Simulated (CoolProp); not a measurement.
C2F6 (R116) along the isotherm 151.85 °C: Z from the reference equation and from simpler models built on Tc = 19.9 °C, pc = 3.048 MPa, ω = 0.257; each cubic takes its own stable root.

Values from CoolProp's reference Helmholtz-energy equation of state, Lemmon 2006. It is a short technical equation, of lower accuracy than the large ones.

| p (MPa) | phase | reference |
|---|---|---|
| 3.81 | supercritical | 0.9056 |
| 7.62 | supercritical | 0.8424 |
| 11.4 | supercritical | 0.8306 |
| 15.2 | supercritical | 0.8686 |
| 19 | supercritical | 0.9363 |
| 22.9 | supercritical | 1.020 |
| 26.7 | supercritical | 1.108 |
| 30.5 | supercritical | 1.198 |

Q: How far does each simpler model (van der Waals, Redlich-Kwong, Soave-Redlich-Kwong, Peng-Robinson) lie from the reference over these 8 states: mean and median of the absolute difference, and the worst?

A: 
- van der Waals: mean 7.6 %, median 7.8 %, worst -13.1 % at 151.85 °C and 7.62 MPa
- Redlich-Kwong: mean 5.5 %, median 5.2 %, worst -7.0 % at 151.85 °C and 7.62 MPa
- Soave-Redlich-Kwong: mean 3.4 %, median 3.4 %, worst +5.7 % at 151.85 °C and 15.2 MPa
- Peng-Robinson: mean 2.9 %, median 2.1 %, worst -6.7 % at 151.85 °C and 30.5 MPa
